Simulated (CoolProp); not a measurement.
Vapour-liquid equilibrium of R134a (1) + R124 (2) at 316.6 K; x and y are mole fractions of (1).

Computed with CoolProp (multi-fluid Helmholtz-energy mixture model, Tillner-Roth 1994 and de Vries 1995; pair parameters Bell 2016).

```
x     bubble pressure (MPa)  y at the bubble point  dew pressure at overall composition x (MPa)  liquid density (mol/L)
----  ---------------------  ---------------------  -------------------------------------------  ----------------------
0.05                 0.6803                  0.082                                       0.6692                       …
0.2                  0.7613                  0.291                                       0.7244                   9.710
0.35                 0.8372                  0.461                                       0.7867                   9.926
0.5                  0.9083                  0.604                                       0.8562                       …
0.65                 0.9748                  0.732                                       0.9319                   10.41
0.8                       …                      …                                        1.011                   10.68
0.95                  1.095                  0.962                                        1.089                   10.99
```

### Question
Complete the blanks.

### Answer

- 0.05, liquid density (mol/L): 9.507
- 0.5, liquid density (mol/L): 10.16
- 0.8, bubble pressure (MPa): 1.037
- 0.8, y at the bubble point: 0.849

No azeotrope shows between x = 0.05 and 0.95.

Pair parameters are fitted to limited data, so mixtures are less certain than the pure fluids.
